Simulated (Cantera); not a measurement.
# Hydrocarbon pyrolysis for carbon deposition

A perfectly stirred reactor is fed with C2H6 : N2 = 1 : 15 (molar parts), at 80000 Pa; it is held at 1150 K, and followed from long to short residence time.

Model: GRI-Mech 3.0 (53 species, 325 reactions), integrated in Cantera. GRI-Mech 3.0 stops at C3 and has no aromatics, soot or wall deposition, so with more carbon than oxygen in the feed, carbon stays in small species such as C2H2 where larger ones or solid carbon would form.

```tsv
τ (s)	x C2H6	x H2	x CH2	x C2H	x C2H4
29	0.000780	0.0590	2.09e-12	7.86e-12	0.0286
6.3	0.00157	0.0617	3.92e-12	1.14e-11	0.0323
1.4	0.00368	0.0595	7.98e-12	1.41e-11	0.0363
0.30	0.0102	0.0502	1.83e-11	1.21e-11	0.0383
0.067	0.0275	0.0318	3.90e-11	5.73e-12	0.0290
0.015	0.0499	0.0112	5.76e-11	1.66e-12	0.0111
0.0032	0.0598	0.00236	5.09e-11	<1e-12	0.00240
0.00071	0.0621	0.000316	1.85e-11	<1e-12	0.000321
0.00016	0.0625	1.53e-5	2.42e-12	<1e-12	1.54e-5
```
x: mole fraction; the columns are a selection and need not sum to one.
